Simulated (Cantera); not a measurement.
What does this Cantera script print?

```python
import numpy as np
import cantera as ct

gas_names = """
    H HNO HNO2 HNO3 HO2 H2 H2O H2O2 N NH NH2 NH3 NH2OH NO NO2 NO3 N2 N2H2 N2H4 N2O O OH O2 O3 Si SiH
    SiH2 SiH3 SiH4 SiN SiO SiO2 Si2 Si2N Si3
""".split()
cond_names = """
    H2O(s) H2O(L) Si(cr) Si(L) SiO2(Lqz) SiO2(hqz) SiO2(L) Si2N2O(s) Si3N4(a)
""".split()


def load(file, names, dense=False):
    # The tables refer to 1 bar. Condensed volumes are neglected.
    table = {s.name: s for s in ct.Species.list_from_file(file)}
    out = []
    for n in names:
        d = dict(table[n].input_data)
        d["thermo"] = dict(d["thermo"], **{"reference-pressure": 1e5})
        if dense:
            d["equation-of-state"] = {"model": "constant-volume", "density": "1e6 g/cm^3"}
        out.append(ct.Species.from_dict(d))
    return out


gas = ct.Solution(thermo="ideal-gas", species=load("nasa_gas.yaml", gas_names))
cond = {s.name: ct.Solution(thermo="fixed-stoichiometry", species=[s], name=s.name)
        for s in load("nasa_condensed.yaml", cond_names, dense=True)}
atoms = {
    'Si3N4': {'Si': 3, 'N': 4},
    'H2': {'H': 2},
    'H2O': {'H': 2, 'O': 1},
}
top_T = {'Si2N2O(s)': 2100, 'Si3N4(a)': 2400}  # K; cautious upper limits of use, not melting points


def equilibrate(T, P, feed):
    n = {}
    for name, mol in feed.items():
        for a, k in atoms[name].items():
            n[a] = n.get(a, 0.0) + k * mol
    gas.TPX = T, P, n
    mass = sum(n.values()) * gas.mean_molecular_weight
    gas.equilibrate("TP")
    valid = [c for c in cond.values() if c.min_temp <= T <= top_T.get(c.name, c.max_temp)]
    mix = ct.Mixture([(gas, mass / gas.mean_molecular_weight)] + [(c, 0.0) for c in valid])
    mix.T, mix.P = T, P
    mix.equilibrate("TP", solver="vcs", rtol=1e-11, max_steps=5000)
    return mix


results = []
feed = {'Si3N4': 1, 'H2': 920, 'H2O': 0.23}  # mol
T = 1850  # K
for P in [1, 10, 100, 1000, 10000, 100000]:
    mix = equilibrate(T, P, feed)
    results.append((T, P, feed, dict(zip(mix.species_names, mix.species_moles))))
    x = sorted(zip(gas.X, gas.species_names), reverse=True)
    print(f"T = {T:g} K  P = {P:g} Pa  gas = {mix.phase_moles(0):.4g} mol")
    print("   x: " + "  ".join(f"{s} {v:.3e}" for v, s in x if v > 1e-06))
    print("   condensed (mol): " + ("  ".join(f"{mix.phase(i).name} {mix.phase_moles(i):.4g}"
          for i in range(1, mix.n_phases) if mix.phase_moles(i) > 1e-12) or "none"))
```

Result:

```
T = 1850 K  P = 1 Pa  gas = 1004 mol
   x: H2 8.390e-01  H 1.560e-01  Si 2.752e-03  N2 1.993e-03  SiO 2.292e-04  SiH 7.903e-06
   condensed (mol): none
T = 1850 K  P = 10 Pa  gas = 950.1 mol
   x: H2 9.424e-01  H 5.230e-02  Si 2.884e-03  N2 2.105e-03  SiO 2.421e-04  SiH 2.776e-05  SiH2 1.777e-06
   condensed (mol): none
T = 1850 K  P = 100 Pa  gas = 933 mol
   x: H2 9.778e-01  H 1.685e-02  Si 2.839e-03  N2 2.142e-03  SiO 2.465e-04  SiH 8.801e-05  SiH2 1.815e-05  Si2 8.744e-06  SiN 1.594e-06  Si2N 1.069e-06
   condensed (mol): none
T = 1850 K  P = 1000 Pa  gas = 925.6 mol
   x: H2 9.915e-01  H 5.364e-03  N2 2.159e-03  Si 6.449e-04  SiO 2.485e-04  SiH 6.366e-05  SiH2 4.180e-05  Si2 4.512e-06  Si2N 1.751e-06  SiN 1.149e-06  Si3 1.045e-06
   condensed (mol): Si(L) 2.06
T = 1850 K  P = 10000 Pa  gas = 923.3 mol
   x: H2 9.958e-01  N2 2.166e-03  H 1.700e-03  SiO 2.491e-04  Si 6.449e-05  SiH2 4.198e-05  SiH 2.018e-05
   condensed (mol): Si(L) 2.65
T = 1850 K  P = 100000 Pa  gas = 922.7 mol
   x: H2 9.970e-01  N2 2.167e-03  H 5.379e-04  SiO 2.490e-04  SiH2 4.203e-05  Si 6.449e-06  SiH 6.384e-06  NH3 1.222e-06  SiH4 1.070e-06
   condensed (mol): Si(L) 2.718
```

Method: chemical equilibrium by Gibbs-energy minimisation in Cantera with the NASA 1993 tables (ideal gas, pure condensed phases). Gases not in the tables: Si2H6 and higher silanes.
